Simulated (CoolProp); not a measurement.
Vapour-liquid equilibrium of cyclohexane (1) + n-dodecane (2) at 0.141 MPa; x and y are mole fractions of (1).

Values from CoolProp's multi-fluid Helmholtz-energy mixture model, Zhou 2014 and Lemmon 2004; pair parameters Bell 2016.

| x | bubble temperature, mixture model (K) | bubble temperature, Raoult's law (K) | y, mixture model | y, Raoult's law |
|---|---|---|---|---|
| 0.05 | 485.9 | 476.5 | 0.353 | 0.503 |
| 0.2 | 441.7 | 429.7 | 0.830 | 0.892 |
| 0.35 | 413.8 | 406.2 | 0.945 | 0.962 |
| 0.5 | 395.8 | 391.5 | 0.979 | 0.984 |
| 0.65 | 383.3 | 381.2 | 0.992 | 0.993 |
| 0.8 | 374.2 | 373.4 | 0.997 | 0.997 |
| 0.95 | 367.2 | 367.1 | 0.999 | 0.999 |

The largest gap from Raoult's law is +12.0 K in bubble temperature, at x = 0.2. No azeotrope shows between x = 0.05 and 0.95.

Pair parameters are fitted to limited data, so mixtures are less certain than the pure fluids.
